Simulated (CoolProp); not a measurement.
The numbers come from the reference Helmholtz-energy equation of state, Lemmon 2016 in CoolProp.

Task: For R365MFC, give the phase and the Z, cp (kJ/(kg K)), fugacity coefficient at -4.35 °C and 0.0512 MPa; 90.95 °C and 2.88 MPa.

Result: 
- -4.35 °C and 0.0512 MPa: liquid; Z 0.00257, cp 1.32, fugacity coefficient 0.286
- 90.95 °C and 2.88 MPa: liquid; Z 0.126, cp 1.52, fugacity coefficient 0.160
